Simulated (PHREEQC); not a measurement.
Solution (5 °C): 0.039 mol/kgw HNO3, 0.00048 mol/kgw Al(NO3)3 and 2.7e-05 mol/kgw CO2. Closed to the air; pH follows from the charge balance.

Equilibrium calculation in PHREEQC: ion-association model, wateq4f.dat.

```
Quantity                  Result
----------------  --------------
pH                          1.47
ionic strength    0.0419 mol/kgw
total alkalinity    -39.0 meq/kg
```

```csv
species,molality,activity,log γ
NO3-,0.0404,0.0333,-0.084
H+,0.0390,0.0337,-0.063
Al+3,0.000480,0.000129,-0.569
CO2,2.70e-5,2.73e-5,0.004
AlOH+2,1.94e-8,9.78e-9,-0.298
```

This is a speciation only: nothing precipitates in the calculation. Away from 25 °C the constants follow the database's enthalpies or fits; those with neither stay at their 25 °C values.
